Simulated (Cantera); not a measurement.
# Adiabatic ignition

An adiabatic, constant-pressure homogeneous reactor starts with 7.75 % CH₄, 19.4 % O₂, 72.9 % N₂, at 1575 K and 2.80 bar.

Cantera simulation using GRI-Mech 3.0 (53 species, 325 reactions); the numbers are that mechanism's predictions, not measurements.

```json
[
 {"t (s)": "3.00e-6", "T (K)": "1575", "x CH₄": "0.0775", "x O₂": "0.194", "x CO": "2.37e-10", "x NO₂": "<1e-12", "x C₂H₄": "7.08e-11"},
 {"t (s)": "8.02e-6", "T (K)": "1575", "x CH₄": "0.0775", "x O₂": "0.194", "x CO": "4.50e-9", "x NO₂": "<1e-12", "x C₂H₄": "2.11e-9"},
 {"t (s)": "2.14e-5", "T (K)": "1575", "x CH₄": "0.0775", "x O₂": "0.194", "x CO": "1.22e-7", "x NO₂": "<1e-12", "x C₂H₄": "7.01e-8"},
 {"t (s)": "5.73e-5", "T (K)": "1575", "x CH₄": "0.0772", "x O₂": "0.194", "x CO": "5.90e-6", "x NO₂": "<1e-12", "x C₂H₄": "3.32e-6"},
 {"t (s)": "0.000153", "T (K)": "1587", "x CH₄": "0.0740", "x O₂": "0.192", "x CO": "0.000479", "x NO₂": "<1e-12", "x C₂H₄": "0.000162"},
 {"t (s)": "0.000410", "T (K)": "2768", "x CH₄": "<1e-12", "x O₂": "0.0440", "x CO": "0.0208", "x NO₂": "1.16e-6", "x C₂H₄": "<1e-12"},
 {"t (s)": "0.00110", "T (K)": "2759", "x CH₄": "<1e-12", "x O₂": "0.0411", "x CO": "0.0208", "x NO₂": "4.53e-6", "x C₂H₄": "<1e-12"},
 {"t (s)": "0.00293", "T (K)": "2753", "x CH₄": "<1e-12", "x O₂": "0.0390", "x CO": "0.0208", "x NO₂": "6.82e-6", "x C₂H₄": "<1e-12"},
 {"t (s)": "0.00783", "T (K)": "2753", "x CH₄": "<1e-12", "x O₂": "0.0388", "x CO": "0.0208", "x NO₂": "7.05e-6", "x C₂H₄": "<1e-12"},
 {"t (s)": "0.0209", "T (K)": "2753", "x CH₄": "<1e-12", "x O₂": "0.0388", "x CO": "0.0208", "x NO₂": "7.05e-6", "x C₂H₄": "<1e-12"},
 {"t (s)": "0.0560", "T (K)": "2753", "x CH₄": "<1e-12", "x O₂": "0.0388", "x CO": "0.0208", "x NO₂": "7.05e-6", "x C₂H₄": "<1e-12"},
 {"t (s)": "0.150", "T (K)": "2753", "x CH₄": "<1e-12", "x O₂": "0.0388", "x CO": "0.0208", "x NO₂": "7.05e-6", "x C₂H₄": "<1e-12"},
 {"t (s)": "0.400", "T (K)": "2753", "x CH₄": "<1e-12", "x O₂": "0.0388", "x CO": "0.0208", "x NO₂": "7.05e-6", "x C₂H₄": "<1e-12"}
]
```
x: mole fraction; the columns are a selection and need not sum to one.

```yaml
time_of_steepest_temperature_rise: 0.243 ms
temperature at 0.400 s: 2753 K
equilibrium_temperature: 2753 K
x(CH₄) at 0.400 s: <1e-12 (gas-phase equilibrium <1e-12)
x(O₂) at 0.400 s: 0.0388 (gas-phase equilibrium 0.0388)
x(CO) at 0.400 s: 0.0208 (gas-phase equilibrium 0.0208)
```
